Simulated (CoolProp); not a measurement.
Vapour-liquid equilibrium of R134a (1) + R236FA (2) at 15 bar; x and y are mole fractions of (1).

The numbers come from the multi-fluid Helmholtz-energy mixture model, Tillner-Roth 1994 and Pan 2012; pair parameters Bell 2016 in CoolProp.

```tsv
x	bubble temperature, mixture model (°C)	bubble temperature, Raoult's law (°C)	y, mixture model	y, Raoult's law
0.05	86.2	85.8	0.076	0.099
0.125	83.3	82.4	0.183	0.231
0.2	80.5	79.3	0.284	0.346
0.275	77.8	76.4	0.378	0.446
0.35	75.1	73.6	0.466	0.535
0.425	(withheld)	71.0	0.548	0.614
0.5	70.0	68.6	(withheld)	0.684
0.575	67.6	66.3	(withheld)	0.746
0.65	(withheld)	64.1	0.758	0.802
0.725	63.0	62.0	0.818	0.853
0.8	60.8	60.1	0.874	0.898
0.875	(withheld)	58.2	(withheld)	0.939
0.95	56.6	56.4	0.971	0.977
```

Question: Some entries are withheld; supply them.

Answer: 
- 0.425, bubble temperature, mixture model (°C): 72.5
- 0.5, y, mixture model: 0.623
- 0.575, y, mixture model: 0.694
- 0.65, bubble temperature, mixture model (°C): 65.3
- 0.875, bubble temperature, mixture model (°C): 58.6
- 0.875, y, mixture model: 0.924

The largest gap from Raoult's law is +1.5 K in bubble temperature, at x = 0.425. No azeotrope shows between x = 0.05 and 0.95.

Pair parameters are fitted to limited data, so mixtures are less certain than the pure fluids.
